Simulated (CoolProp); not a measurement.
Vapour pressure (MPa) of dimethyl carbonate: the reference equation beside estimates from Tc = 283.9 °C, pc = 4.909 MPa, ω = 0.346. Clausius-Clapeyron is anchored at 117.25 °C with a constant enthalpy of vaporisation of 32.07 kJ/mol.

Computed with CoolProp (reference Helmholtz-energy equation of state, Zhou 2011).

```tsv
T (°C)	reference	Lee-Kesler	Clausius-Clapeyron	van der Waals	Soave-Redlich-Kwong	Peng-Robinson
104.15	0.1554	0.1542	0.1591	0.8304	0.1542	0.1547
117.25	0.2242	0.2244	0.2242	0.9905	0.2242	0.2238
130.45	0.3155	0.3178	0.3098	1.171	0.3176	0.3159
143.55	[?]	0.4376	0.4183	1.370	0.4377	[?]
156.75	0.5801	0.5901	0.5559	1.591	0.5913	0.5849
169.95	0.7642	0.7795	0.7262	1.833	0.7828	0.7731
183.05	0.9876	1.009	0.9324	2.096	1.016	1.003
196.25	1.260	1.288	1.183	2.384	1.300	1.283
209.35	1.583	1.618	1.478	2.692	1.637	1.616
222.55	1.969	2.011	1.829	3.027	2.038	2.013
235.75	2.425	2.473	2.238	[?]	2.508	2.481
```

Q: Complete the blanks.

A: 
- 143.55, reference: 0.4320
- 143.55, Peng-Robinson: 0.4340
- 235.75, van der Waals: 3.386

Absolute difference from the reference over all 11 rows, mean and median: Lee-Kesler 1.6 and 2.0 %, Clausius-Clapeyron 4.5 and 5.0 %, van der Waals 176.7 and 139.9 %, Soave-Redlich-Kwong 2.1 and 2.4 %, Peng-Robinson 1.2 and 1.2 %.
